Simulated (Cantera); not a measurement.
An isothermal plug-flow reactor at 1100 K and 3.26 atm (inlet), inlet velocity 1.8 m/s, active area per volume 460 1/m; feed CH₄ : O₂ : N₂ = 0.0063 : 0.19 : 0.79 (molar parts).

Model: Deutschmann's 1995 Pt surface mechanism with GRI-Mech 3.0 gas chemistry, integrated in Cantera. Catalytic surfaces can have several steady states; this one follows from the mechanism file's or the stated starting coverage. Mass transfer to the wall is taken as infinitely fast.

Problem. What does this change do: inlet velocity 1.8 to 2.6 m/s?

Solution. 
```
quantity                  before    after
----------------------  --------  -------
x(CH₄) at z = 0.091 m   0.000452  0.00103
x(O₂) at z = 0.091 m       0.181    0.182
x(H₂O) at z = 0.091 m     0.0117   0.0105
x(CO₂) at z = 0.091 m    0.00578  0.00513
x(CO) at z = 0.091 m     1.89e-6  5.09e-6
θ(free Pt) at the exit     0.202    0.202
θ(O*) at the exit          0.795    0.795
θ(OH*) at the exit       0.00258  0.00244
```
